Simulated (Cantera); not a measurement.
# Premixed flame

A freely propagating, adiabatic, planar premixed flame of 31.2 % H2, 9.74 % O2, 36.5 % N2, 22.5 % H2O, equivalence ratio 1.6, unburnt at 400 K and 0.350 bar; mixture-averaged transport, grid criteria slope 0.08 and curve 0.16, no radiation.

Cantera simulation using the H2/O2 subset of GRI-Mech 3.0, which has no nitrogen chemistry; the numbers are that mechanism's predictions, not measurements. Burning velocities carry a grid error of a few per cent, more on coarse grids.

```
z (mm)  T (K)  u (m/s)   x H2      x O2  x H2O      x OH   x H2O2      x H
------  -----  -------  -----  --------  -----  --------  -------  -------
-3.57     400     2.64  0.312    0.0974  0.225     <1e-8    <1e-8    <1e-8
-2.38     400     2.64  0.312    0.0974  0.225     <1e-8    <1e-8    <1e-8
-1.79     400     2.64  0.312    0.0974  0.225     <1e-8    <1e-8    <1e-8
-1.19     400     2.64  0.312    0.0975  0.225     <1e-8  1.53e-8    <1e-8
-0.595    417     2.73  0.305    0.0982  0.228   7.32e-6  8.05e-6  5.92e-6
-0.298    597     3.82  0.279    0.0941  0.248  0.000509  4.64e-5  0.00134
0         935     5.85  0.227    0.0755  0.298  0.000732  9.47e-6   0.0125
0.298    1193     7.37  0.167    0.0429  0.365   0.00183  1.39e-6   0.0314
0.595    1337     8.22  0.129    0.0175  0.413   0.00316  1.30e-6   0.0427
1.19     1458     8.92  0.112   0.00406  0.441   0.00422  1.04e-6   0.0423
2.38     1558     9.47  0.115   0.00189  0.448   0.00433  6.29e-7   0.0323
4.76     1644     9.93  0.119   0.00103  0.453   0.00378  3.23e-7   0.0223
9.53     1709     10.3  0.122  0.000472  0.458   0.00287  1.55e-7   0.0144
```
x: mole fraction of selected species; z is measured from the peak of heat release.

```
Quantity                    Result
------------------------  --------
laminar burning velocity  264 cm/s
thermal thickness          1.19 mm
peak x(OH)                 0.00438
peak x(H2O2)               4.66e-5
peak x(H)                   0.0446
grid points                    111
```
